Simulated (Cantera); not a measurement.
What does this Cantera script print?

```python
import numpy as np
import cantera as ct

gas_names = """
    Cu CuF CuF2 Cu2 F F2 N NF NF2 NF3 N2
""".split()
cond_names = """
    Cu(cr) Cu(L) CuF2(s) CuF2(L)
""".split()


# ... load() reads the species with a 1 bar reference pressure and builds the phases ...
atoms = {
    'Cu': {'Cu': 1},
    'F2': {'F': 2},
    'N2': {'N': 2},
}
top_T = {}  # K; cautious upper limits of use, not melting points


# ... equilibrate(T, P, feed) seeds the gas with the atoms and calls Mixture.equilibrate('TP', solver="vcs", rtol=1e-11, max_steps=5000) ...
results = []
feed = {'Cu': 1, 'F2': 1.7, 'N2': 1.5}  # mol
P = 49000  # Pa
for T in [573, 623, 673, 723, 773, 823, 873, 923, 973, 1023, 1073]:
    mix = equilibrate(T, P, feed)
    results.append((T, P, feed, dict(zip(mix.species_names, mix.species_moles))))

top = {s: max(r[3][s] / sum(r[3][g] for g in gas_names) for r in results) for s in gas_names}
cols = sorted((s for s in top if top[s] > 1e-05), key=lambda s: -top[s])[:8]
seen = [c for c in cond_names if any(r[3].get(c, 0) > 1e-12 for r in results)]
print("log10 of partial pressures in bar; condensed amounts in mol")
print(f"{'T/K':>10s}" + "".join(f"{s[:9]:>10s}" for s in cols + seen))
for T, P, feed, n in results:
    ng = sum(n[g] for g in gas_names)
    print(f"{T:10.4g}" + "".join(f"{np.log10(max(n[s] / ng * P / 1e5, 1e-99)):10.3f}" for s in cols)
          + "".join(f"{n.get(c, 0):10.4g}" for c in seen))
```

Result:

```
log10 of partial pressures in bar; condensed amounts in mol
       T/K        N2       NF3        F2         F      CuF2   CuF2(s)
       573    -0.446    -0.880    -3.576    -5.972   -15.071         1
       623    -0.446    -0.883    -2.934    -5.059   -13.131         1
       673    -0.447    -0.891    -2.393    -4.282   -11.487         1
       723    -0.448    -0.914    -1.938    -3.617   -10.079         1
       773    -0.452    -0.965    -1.563    -3.048    -8.860         1
       823    -0.458    -1.069    -1.273    -2.567    -7.795         1
       873    -0.466    -1.247    -1.073    -2.169    -6.858         1
       923    -0.475    -1.504    -0.961    -1.847    -6.028         1
       973    -0.484    -1.821    -0.917    -1.586    -5.288         1
      1023    -0.494    -2.170    -0.921    -1.372    -4.624    0.9999
      1073    -0.505    -2.536    -0.958    -1.194    -4.027    0.9996
```

These are equilibrium values from Cantera (NASA tables, ideal gas, pure condensed phases), not measurements of a reactor.
